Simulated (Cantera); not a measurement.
An isothermal, constant-pressure homogeneous reactor starts with 0.255 % CO, 1.13 % O2, 4.34 % H2O, 94.3 % N2, equivalence ratio 0.11, at 925 K and 0.148 atm.

Model: GRI-Mech 3.0 (53 species, 325 reactions), integrated in Cantera.

x: mole fraction; the columns are a selection and need not sum to one.

```tsv
t (s)	x CO	x O2	x H2O	x H2	x H	x NO	x O
3.00e-5	0.00255	0.0113	0.0434	<1e-12	<1e-12	<1e-12	<1e-12
8.54e-5	0.00255	0.0113	0.0434	<1e-12	<1e-12	<1e-12	<1e-12
0.000243	0.00255	0.0113	0.0434	<1e-12	<1e-12	<1e-12	<1e-12
0.000693	0.00255	0.0113	0.0434	<1e-12	<1e-12	<1e-12	<1e-12
0.00197	0.00255	0.0113	0.0434	<1e-12	<1e-12	<1e-12	1.29e-12
0.00562	0.00255	0.0113	0.0434	<1e-12	<1e-12	<1e-12	3.68e-12
0.0160	0.00255	0.0113	0.0434	3.26e-12	6.20e-12	<1e-12	1.75e-11
0.0456	0.00255	0.0113	0.0434	1.80e-10	2.05e-10	<1e-12	5.16e-10
0.130	0.00252	0.0113	0.0434	(withheld)	(withheld)	<1e-12	(withheld)
0.370	0.000906	0.0105	0.0433	5.12e-5	5.95e-6	5.61e-10	8.42e-6
1.05	(withheld)	0.0101	0.0434	(withheld)	(withheld)	6.64e-10	(withheld)
3.00	2.36e-5	0.0101	0.0434	1.09e-6	2.80e-8	6.41e-10	1.42e-7
```

Question: Some entries are withheld; supply them.

Answer: 
- 0.130, x H2: 2.65e-6
- 0.130, x H: 1.88e-6
- 0.130, x O: 3.66e-6
- 1.05, x CO: 0.000168
- 1.05, x H2: 9.09e-6
- 1.05, x H: 4.84e-7
- 1.05, x O: 1.25e-6
